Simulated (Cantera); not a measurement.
Input (Python, Cantera):

```python
import numpy as np
import cantera as ct

surf = ct.Interface("diamond.yaml", "diamond_100")
gas, bulk = surf.adjacent["gas"], surf.adjacent["diamond"]
k = surf.kinetics_species_index(bulk.species_names[0])
cover = ["c6HH", "c6H*", "c6*H", "c6**", "c6HM", "c6B"]

rows, drift = [], 0.0
print(f"{'xH':>10s}{'um/h':>11s}" + "".join(f"{s:>11s}" for s in cover))
for v in [0.0001, 0.0002, 0.00041, 0.00084, 0.0017, 0.0035, 0.007, 0.014, 0.029]:
    T, P, xH, xCH3 = 1298, 1900, v, 0.00046
    gas.TPX = T, P, {"H": xH, "CH3": xCH3, "CH4": 0.013, "H2": 1 - xH - xCH3 - 0.013}
    surf.TP = bulk.TP = T, P
    surf.coverages = "c6H*:0.1, c6HH:0.9"
    surf.advance_coverages(100.0)
    before = surf.coverages
    surf.advance_coverages(100.0)
    drift = max(drift, np.max(np.abs(surf.coverages - before) / (surf.coverages + 1e-9)))
    rate = surf.net_production_rates[k] * bulk.mean_molecular_weight / bulk.density * 3.6e9
    rows.append([rate, *surf[cover].coverages])
    print(f"{v:10.4g}{rate:11.4e}" + "".join(f"{x:11.3e}" for x in rows[-1][1:]))
```

Output:

```
        xH       um/h       c6HH       c6H*       c6*H       c6**       c6HM        c6B
    0.0001 2.4959e-02  6.582e-01  2.866e-02  3.073e-01  4.057e-03  1.623e-04  6.773e-11
    0.0002 9.0069e-02  5.598e-01  3.654e-02  3.918e-01  8.845e-03  2.152e-04  2.444e-10
   0.00041 2.5134e-01  4.829e-01  4.237e-02  4.543e-01  1.633e-02  2.703e-04  6.820e-10
   0.00084 5.2097e-01  4.340e-01  4.578e-02  4.908e-01  2.518e-02  3.260e-04  1.414e-09
    0.0017 8.4236e-01  4.064e-01  4.751e-02  5.094e-01  3.325e-02  3.751e-04  2.286e-09
    0.0035 1.1766e+00  3.911e-01  4.838e-02  5.186e-01  3.941e-02  4.108e-04  3.193e-09
     0.007 1.5206e+00  3.834e-01  4.879e-02  5.228e-01  4.314e-02  4.273e-04  4.126e-09
     0.014 1.9797e+00  3.795e-01  4.901e-02  5.249e-01  4.529e-02  4.258e-04  5.372e-09
     0.029 2.7454e+00  3.775e-01  4.917e-02  5.259e-01  4.650e-02  4.034e-04  7.450e-09
```

Model: the Harris–Goodwin 1993 mechanism for the reconstructed diamond (100) surface, integrated in Cantera.
